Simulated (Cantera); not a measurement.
A closed system holds: 1 mol Si, 0.96 mol Br₂, 12 mol H₂, at 750 K and 1.10 mbar.

Cantera equilibrium calculation (NASA polynomials, part measured and part estimated; ideal gas, pure solids and liquids). Candidate condensed phases: Br₂, Si; 19 gas species. The tables' values for SiBr₃ are old estimates; treat these amounts as uncertain. Rates play no part.

Base state: H₂ 0.956, SiBr₄ 0.0357, HBr 0.00702, SiHBr₃ 0.00119, SiBr₂ 2.33e-5, SiH₂Br₂ 1.85e-5, SiBr₃ 1.61e-5 (mole fractions); condensed: Si(s).

Task: What changes in the equilibrium state with this change: temperature from 750 K to 500 K?

Result: 
```
species      before     after
----------  -------  --------
H₂            0.956     0.961
SiBr₄        0.0357    0.0379
SiHBr₃      0.00119  0.000756
HBr         0.00702   3.63e-5
SiBr₂       2.33e-5     <1e-9
SiBr₃       1.61e-5   2.75e-9
SiH₂Br₂     1.85e-5   6.87e-6
Si(s), mol    0.538     0.518
```
